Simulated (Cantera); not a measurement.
An isothermal, constant-pressure homogeneous reactor starts with H2 : O2 : N2 = 0.026 : 1 : 0.25 (molar parts), at 1225 K and 0.0133 bar.

Model: GRI-Mech 3.0 (53 species, 325 reactions), integrated in Cantera. Radical loss at walls, strong at low pressure, is not modelled.

One state of this run: x H2 = 6.71e-9; x O2 = 0.781; x OH = 9.71e-6; x NO2 = 1.84e-10; x O = 5.07e-7; x H2O2 = 9.17e-11. x: mole fraction; the columns are a selection and need not sum to one.

Question: Which value of t (s) does it belong to?
A) 0.00360
B) 7.75e-5
C) 100
D) 7.74

Answer: C, 100
